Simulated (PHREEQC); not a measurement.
Consider water at 25 °C with 1.3 mmol/kgw NaOH, 0.13 mmol/kgw H3BO3 and 0.4 mmol/kgw K2CO3. Closed to the air; pH follows from the charge balance.

Model: Pitzer model, pitzer.dat, run in PHREEQC.

```json
[
 {"quantity": "pH", "before": "11.06", "after": "9.92"},
 {"quantity": "ionic strength (mol/kgw)", "before": "0.00245", "after": "0.00227"},
 {"quantity": "CO3-2 (mol/kgw)", "before": "0.000345", "after": "0.000169"},
 {"quantity": "HCO3- (mol/kgw)", "before": "5.49e-5", "after": "0.000231"},
 {"quantity": "B(OH)3 (mol/kgw)", "before": "1.83e-6", "after": "2.14e-5"},
 {"quantity": "CO2 (mol/kgw)", "before": "1.01e-9", "after": "5.27e-8"}
]
```

Name the change that produced these shifts.
A) temperature from 25 to 15 °C
B) diluted 2-fold with water
C) H3BO3 from 0.00013 to 0.000143 mol/kgw
D) temperature from 25 to 70 °C
E) diluted 100-fold with water

D, temperature from 25 to 70 °C

This is a speciation only: nothing precipitates in the calculation. Away from 25 °C the constants follow the database's enthalpies or fits; those with neither stay at their 25 °C values.
